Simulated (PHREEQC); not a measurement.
Consider water at 86 °C with 120 mmol/kgw NiSO4, 6.7 mmol/kgw CaCl2 and 0.14 mmol/kgw NaHCO3. Closed to the air; pH follows from the charge balance.

Model: ion-association model, wateq4f.dat, run in PHREEQC.

The pH comes out as 5.63, the ionic strength is 0.252 mol/kgw and the total alkalinity is 0.140 meq/kg.

| species | molality | activity | log γ |
|---|---|---|---|
| Ni+2 | 0.0610 | 0.0154 | -0.599 |
| NiSO4 | 0.0583 | 0.0618 | 0.025 |
| SO4-2 | 0.0580 | 0.0134 | -0.638 |
| Cl- | 0.0129 | 0.00856 | -0.178 |
| CaSO4 | 0.00342 | 0.00363 | 0.025 |
| Ca+2 | 0.00328 | 0.000849 | -0.587 |
| NiCl+ | 0.000466 | 0.000330 | -0.150 |
| Na+ | 0.000128 | 9.00e-5 | -0.154 |
| Ni(SO4)2-2 | 0.000114 | 2.86e-5 | -0.599 |
| CO2 | 5.57e-5 | 5.90e-5 | 0.025 |
| NiOH+ | 4.43e-5 | 3.14e-5 | -0.150 |
| NiCO3 | 3.64e-5 | 3.85e-5 | 0.025 |

No solid was allowed to form. At this temperature some constants are extrapolated from 25 °C, and those without enthalpy data are left unchanged.
